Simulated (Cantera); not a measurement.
# Equilibrium for hydrogen reduction and annealing atmospheres: Al2O3 + H2

A closed system holds: 1 mol Al2O3, 5.2 mol H2, held at 1402 °C and 0.00160 bar.

Equilibrium computed with Cantera from the NASA thermochemical tables; the gas is ideal and each condensed phase is pure. Candidate condensed phases: Al, Al2O3, H2O; 19 gas species. The numbers say what is thermodynamically allowed, not how fast it happens.

- x(H2): 0.997
- x(H): 0.00290
- x(H2O): 3.07e-5
- x(Al): 1.81e-5
- x(Al2O): 1.22e-6
- n(Al2O3(s)): 1.000 mol
- gas amount: 5.208 mol
- log10 activity of Al(l) (absent): -3.78
